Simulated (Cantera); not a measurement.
## Ignition delay

Mixture: 13.7 % CH4, 3.98 % CO, 17.3 % O2, 65.0 % N2, equivalence ratio 1.7, at 101000 Pa, adiabatic and at constant pressure. Ignition delay is the time to a rise of 400 K.

Computed with Cantera and GRI-Mech 3.0 (53 species, 325 reactions).

```csv
T0 (K),delay (ms)
1150,176
1225,54.9
1300,18.7
1375,6.87
1450,2.74
1525,1.19
1600,0.571
```

| Quantity | Result |
|---|---|
| apparent activation energy between 1450 and 1600 K | 200 kJ/mol |
